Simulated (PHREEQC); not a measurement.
Dissolve 0.09 mol/kgw Cu(BF4)2, 0.0053 mol/kgw HNO3 and 0.0019 mol/kgw Na2SO4 at 75 °C. Closed to the air; pH follows from the charge balance.

Model: ion-association model, wateq4f.dat, run in PHREEQC.

This is a speciation only: nothing precipitates in the calculation.

**Question.** Estimate the pH, ionic strength.

**Answer.** pH 2.38; ionic strength 0.275 mol/kgw.

**Question.** In which forms is F present?

**Answer.** BF4- 93 %, BF3OH- 3.2 %, HF 3.0 %, BF2(OH)2- 0.7 % of the F.

Constants without temperature data keep their 25 °C values here. Real BF4- forms and hydrolyses slowly; the run takes it at equilibrium.
